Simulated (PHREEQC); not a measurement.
# Alkaline etch or developer: speciation

Make-up at 25 °C: 0.101 mol/kgw CsOH, 0.0028 mol/kgw Na2SiO3 and 0.053 mol/kgw Na2CO3. Closed to the air; pH follows from the charge balance.

Model: ion-association model, wateq4f.dat, run in PHREEQC.

No solid was allowed to form.

Q: Estimate the pH, ionic strength, activity of water.

A: pH 12.85; ionic strength 0.231 mol/kgw; activity of water 0.994.

Q: In which forms is Na present?

A: Na+ 84 %, NaCO3- 16 % of the Na.
